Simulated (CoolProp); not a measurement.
A simple Rankine cycle with water: condensing at 308.15 K, boiler at 14.1 MPa, turbine inlet 615.4 K, turbine efficiency 0.6, pump efficiency 0.6, no recuperator. Each further row changes one setting.

The numbers come from the reference Helmholtz-energy equation of state, Wagner 2002 in CoolProp.

| case | thermal efficiency (%) | net work (kJ/kg) | heat in (kJ/kg) | turbine exit temperature (K) | volume ratio over the turbine |
|---|---|---|---|---|---|
| as stated | 23.3 | 586 | 2520 | 308.1 | 1660 |
| turbine inlet 635.4 K | 23.7 | 628 | 2650 | 308.1 | 1480 |
| condensing temperature 300.15 K | 23.9 | 610 | 2550 | 300.2 | 2550 |
| boiler pressure 9.87 MPa | 23.2 | 635 | 2730 | 308.1 | 989 |
| turbine efficiency 0.5 | 19.3 | 484 | 2520 | 308.1 | 1750 |

The expansion ends wet for: as stated; turbine inlet 635.4 K; condensing temperature 300.15 K; boiler pressure 9.87 MPa; turbine efficiency 0.5.
